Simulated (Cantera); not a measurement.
Input (Python, Cantera):

```python
import numpy as np
import cantera as ct

gas = ct.Solution("gri30.yaml")
gas.TPX = 1375, 100000, {'N2O': 1, 'N2': 0.15}
reactor = ct.IdealGasConstPressureReactor(gas, energy="off", clone=False)
net = ct.ReactorNet([reactor])
net.rtol, net.atol = 1e-08, 1e-18
show = ['N2O', 'O', 'O2', 'NO', 'NO2', 'N2']
times = np.geomspace(2e-06, 100, 11)

steps = ct.SolutionArray(gas, extra=["t"])
rows = []
print(f"{'t/s':>10s}{'T/K':>9s}{'P/Pa':>11s}" + "".join(f"{s:>11s}" for s in show))
for t in times:
    while net.time < t:
        t_next = net.step()
        steps.append(gas.state, t=t_next)
    rows.append([np.interp(t, steps.t, y) for y in (steps.T, steps.P, *steps(*show).X.T)])
    print(f"{t:10.3e}{rows[-1][0]:9.1f}{rows[-1][1]:11.4g}" + "".join(f"{x:11.3e}" for x in rows[-1][2:]))
rate = np.gradient(steps.T, steps.t)
print("integrator steps:", len(steps.t))
if steps.T.max() > steps.T[0] + 200:
    print(f"time of steepest temperature rise: {steps.t[rate.argmax()]:.4e} s")
gas.TPX = 1375, 100000, {'N2O': 1, 'N2': 0.15}
gas.equilibrate("TP")
print(f"equilibrium (TP): T = {gas.T:.1f} K  " + "  ".join(f"{s} {gas[s].X[0]:.3e}" for s in show))
```

Output:

```
       t/s      T/K       P/Pa        N2O          O         O2         NO        NO2         N2
 2.000e-06   1375.0      1e+05  8.695e-01  7.178e-06  1.586e-06  7.182e-07  8.560e-13  1.304e-01
 1.177e-05   1375.0      1e+05  8.694e-01  1.729e-05  2.969e-05  1.344e-05  2.982e-10  1.305e-01
 6.931e-05   1375.0      1e+05  8.687e-01  1.825e-05  2.427e-04  1.099e-04  1.968e-08  1.310e-01
 4.081e-04   1375.0      1e+05  8.643e-01  1.824e-05  1.496e-03  6.768e-04  6.952e-07  1.335e-01
 2.402e-03   1375.0      1e+05  8.389e-01  1.812e-05  8.695e-03  3.917e-03  1.618e-05  1.484e-01
 1.414e-02   1375.0      1e+05  7.092e-01  1.728e-05  4.564e-02  2.023e-02  1.472e-04  2.248e-01
 8.326e-02   1375.0      1e+05  3.133e-01  1.274e-05  1.604e-01  6.589e-02  5.289e-04  4.598e-01
 4.901e-01   1375.0      1e+05  1.683e-02  1.822e-06  2.535e-01  8.603e-02  7.206e-04  6.429e-01
 2.885e+00   1375.0      1e+05  2.249e-06  3.268e-07  2.596e-01  8.555e-02  7.700e-04  6.541e-01
 1.699e+01   1375.0      1e+05  2.189e-06  3.269e-07  2.598e-01  8.521e-02  7.673e-04  6.542e-01
 1.000e+02   1375.0      1e+05  2.093e-06  3.275e-07  2.607e-01  8.330e-02  7.514e-04  6.552e-01
integrator steps: 1267
equilibrium (TP): T = 1375.0 K  N2O 4.296e-08  O 3.525e-07  O2 3.027e-01  NO 7.126e-04  NO2 6.926e-06  N2 6.966e-01
```

Detailed kinetics in Cantera: GRI-Mech 3.0 (53 species, 325 reactions). GRI-Mech 3.0 was tuned for natural gas; its chemistry of N2O as a main component is partial and can be far from experiment. The mechanism lacks the step 2 NO + O2 → 2 NO2, which can matter for NO2 below about 1400 K. The temperature is held fixed by assumption; the heat of reaction is taken as removed at once.
